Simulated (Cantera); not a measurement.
An isothermal, constant-pressure homogeneous reactor starts with 34.5 % C2H6, 65.5 % N2, at 1575 K and 0.350 bar.

Cantera simulation using GRI-Mech 3.0 (53 species, 325 reactions); the numbers are that mechanism's predictions, not measurements. GRI-Mech 3.0 stops at C3 and has no aromatics, soot or wall deposition, so with more carbon than oxygen in the feed, carbon stays in small species such as C2H2 where larger ones or solid carbon would form.

One state of this run: x C2H6 = 2.53e-6; x C2H4 = 0.00370; x CH2 = 3.50e-9; x HCN = 1.75e-7; x H = 4.42e-5. x: mole fraction; the columns are a selection and need not sum to one.

Problem. Which value of t (s) does it belong to?
A. 0.000233
B. 0.0316
C. 14.6
D. 2.00e-5

Solution. C, 14.6
